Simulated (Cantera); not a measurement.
# Premixed flame

A freely propagating, adiabatic, planar premixed flame of 26.9 % H2, 17.0 % O2, 56.1 % N2, unburnt at 323 K and 0.128 atm; mixture-averaged transport, grid criteria slope 0.08 and curve 0.16, no radiation.

Computed with Cantera and the H2/O2 subset of GRI-Mech 3.0, which has no nitrogen chemistry. Burning velocities carry a grid error of a few per cent, more on coarse grids.

| z (mm) | T (K) | u (m/s) | x H2 | x O2 | x H2O | x O | x HO2 | x H |
|---|---|---|---|---|---|---|---|---|
| -15.2 | 323 | 2.05 | 0.269 | 0.170 | <1e-8 | <1e-8 | <1e-8 | <1e-8 |
| -10.1 | 323 | 2.05 | 0.269 | 0.170 | <1e-8 | <1e-8 | <1e-8 | <1e-8 |
| -7.59 | 323 | 2.05 | 0.269 | 0.170 | <1e-8 | <1e-8 | <1e-8 | <1e-8 |
| -5.06 | 323 | 2.05 | 0.269 | 0.170 | <1e-8 | <1e-8 | <1e-8 | <1e-8 |
| -2.53 | 326 | 2.06 | 0.266 | 0.171 | 4.42e-5 | 2.78e-7 | 2.01e-5 | 1.21e-6 |
| -1.26 | 552 | 3.40 | 0.233 | 0.168 | 0.0161 | 9.47e-5 | 7.93e-5 | 0.00405 |
| 0 | 1016 | 6.04 | 0.124 | 0.130 | 0.105 | 0.00502 | 2.28e-5 | 0.0376 |
| 1.26 | 1313 | 7.73 | 0.0401 | 0.0711 | 0.206 | 0.0141 | 1.03e-5 | 0.0577 |
| 2.53 | 1448 | 8.47 | 0.0296 | 0.0592 | 0.226 | 0.0156 | 7.32e-6 | 0.0518 |
| 5.06 | 1592 | 9.23 | 0.0288 | 0.0551 | 0.235 | 0.0147 | 5.54e-6 | 0.0402 |
| 10.1 | 1746 | 10.0 | 0.0268 | 0.0514 | 0.246 | 0.0125 | 4.09e-6 | 0.0283 |
| 20.2 | 1893 | 10.7 | 0.0229 | 0.0481 | 0.258 | 0.00974 | 2.94e-6 | 0.0180 |
| 40.5 | 2029 | 11.4 | 0.0174 | 0.0451 | 0.271 | 0.00673 | 2.09e-6 | 0.00994 |
x: mole fraction of selected species; z is measured from the peak of heat release.

The laminar burning velocity comes out as 205 cm/s. The thermal thickness is 5.06 mm. The peak x(O) comes out as 0.0156 and the peak x(HO2) comes out as 0.000142. The peak x(H) is 0.0577 and the grid points is 130.
